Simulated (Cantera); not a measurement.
Input: 1 mol C2F6, 0.32 mol H2, equilibrated at 1802 °C.

These are equilibrium values from Cantera (NASA tables, ideal gas, pure condensed phases), not measurements of a reactor. Candidate condensed phases: C, C6H6, C7H8, C8H18; 95 gas species. The feed counts by its element totals alone. Gases not in the tables: C2F6 and larger saturated fluorocarbons. Rates play no part.

Task: What share of the C ends up in condensed phases as a function of P (Pa), at 1, 4.20, 18, 75, 320, 1300, 5600, 24000, 100000?

Result: 
```tsv
P (Pa)	C condensed (%)	as
1	89.8	C(graphite)
4.20	70.8	C(graphite)
18	37.5	C(graphite)
75	20.5	C(graphite)
320	22.8	C(graphite)
1300	27.0	C(graphite)
5600	29.8	C(graphite)
24000	31.3	C(graphite)
100000	32.1	C(graphite)
```
